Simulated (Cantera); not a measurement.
Feed: 1 mol BF3, 140 mol H2, held at 1798 K and 1.00 bar.

Method: chemical equilibrium by Gibbs-energy minimisation in Cantera with the NASA 1993 tables (ideal gas, pure condensed phases). Candidate condensed phases: B; 20 gas species. The tables' values for BF2, BH2 are old estimates; treat these amounts as uncertain. Kinetics and transport are ignored.

Base state: H2 0.988, HF 0.00465, BF3 0.00297, BHF2 0.00242, BF2 0.00117, BF 0.000500, H 0.000350, BH2 1.87e-5 (mole fractions); condensed: gas only.

Question: What changes in the equilibrium state with this change: BF3 replaced by B?

Answer: 
| species | before | after |
|---|---|---|
| H2 | 0.988 | 1.000 |
| H | 0.000350 | 0.000352 |
| BH2 | 1.87e-5 | 0.000128 |
| HF | 0.00465 | 0 |
| BF3 | 0.00297 | 0 |
| BHF2 | 0.00242 | 0 |
| BF2 | 0.00117 | 0 |
| BF | 0.000500 | 0 |
| BH3 | 2.89e-6 | 1.99e-5 |
| B(s), mol | 0 | 0.979 |
The tables' values for BH2 are old estimates; treat these amounts as uncertain. Gases not in the tables: B2H6 and higher boranes.

Question: What changes in the equilibrium state with this change: pressure from 1.00 bar to 0.00300 bar?

Answer: 
```csv
species,before,after
H2,0.988,0.975
HF,0.00465,0.0113
H,0.000350,0.00635
BF,0.000500,0.00483
BHF2,0.00242,0.000171
BF3,0.00297,0.000518
BH2,1.87e-5,3.97e-6
BF2,0.00117,0.00151
```
The tables' values for BF2 are old estimates; treat these amounts as uncertain.
